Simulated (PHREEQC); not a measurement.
Spent oxide etchant

Make-up at 15 °C: 110 mmol/kgw HF, 0.062 mmol/kgw H2SiF6, 24 mmol/kgw HBF4 and 0.13 mmol/kgw H2SO4. Closed to the air; pH follows from the charge balance.

The numbers come from PHREEQC with the ion-association model, wateq4f.dat.

Each row changes one thing in this solution. No solid was allowed to form.

```
case                                               pH  ionic strength (mol/kgw)  HF (mol/kgw)  H2F2 (mol/kgw)  F- (mol/kgw)  HF2- (mol/kgw)
-----------------------------------------------  ----  ------------------------  ------------  --------------  ------------  --------------
as made                                          1.61                    0.0278        0.0698          0.0182       0.00270        0.000664
H2SiF6 replaced by Na2SiF6 at the same molality  1.62                    0.0278        0.0698          0.0181       0.00271        0.000667
temperature from 15 to 25 °C                     1.62                    0.0276        0.0759          0.0151       0.00249        0.000729
diluted 5-fold with water                        2.17                   0.00729        0.0173               …       0.00225        0.000137
HF left out                                      1.69                    0.0231       0.00710        0.000188      0.000324         8.11e-6
HF from 0.11 to 0.055 mol/kgw                    1.64                    0.0263        0.0407         0.00618       0.00165        0.000237
H2SiF6 from 6.2e-05 to 3.1e-05 mol/kgw           1.61                         …        0.0698          0.0182       0.00270        0.000665
H2SiF6 replaced by AgF at the same molality      1.62                    0.0276        0.0698          0.0182       0.00271        0.000668
```

Q: Some entries are withheld; supply them.

A: 
- diluted 5-fold with water, H2F2 (mol/kgw): 0.00112
- H2SiF6 from 6.2e-05 to 3.1e-05 mol/kgw, ionic strength (mol/kgw): 0.0277

wateq4f.dat counts part of the HF as a dimer, H2F2, which phreeqc.dat doesn't know; its constant is uncertain. SiF6-2 is the database's only silicon fluoride. Real BF4- forms and hydrolyses slowly; the run takes it at equilibrium.
